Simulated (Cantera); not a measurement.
Input: 1 mol CHF₃, 0.28 mol F₂, equilibrated at 1.33 mbar.

Cantera equilibrium calculation (NASA polynomials, part measured and part estimated; ideal gas, pure solids and liquids). Candidate condensed phases: C, C₆H₆, C₇H₈, C₈H₁₈; 95 gas species. Gases not in the tables: C₂F₆ and larger saturated fluorocarbons. Kinetics and transport are ignored.

At 2248 K, list the 7 most abundant gas species with their mole fractions, and the condensed phases.

F 0.432, HF 0.348, CF₂ 0.200, CF₄ 0.0113, CF 0.00593, CF₃ 0.00233, H 3.28e-5. Condensed: C(graphite).
